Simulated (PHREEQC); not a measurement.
# Spent oxide etchant: an equilibrium model

Dissolve 0.19 mol HF, 0.0016 mol H2SiF6, 0.11 mol H3BO3 and 0.00012 mol H2SO4 per kg of water at 25 °C. Closed to the air; pH follows from the charge balance.

Computed with PHREEQC (ion-association model, phreeqc.dat).

This is a speciation only: nothing precipitates in the calculation.

### Question
Estimate the pH, ionic strength.

### Answer
pH 1.36; ionic strength 0.0519 mol/kgw.

### Question
In which forms is Si present?

### Answer
SiF6-2 73 %, H4SiO4 27 % of the Si.

Examples of supersaturated solids here: Quartz (slow to form), Chalcedony (slow to form). Others may be too. SiF6-2 is the database's only silicon fluoride. Real BF4- forms and hydrolyses slowly; the run takes it at equilibrium.
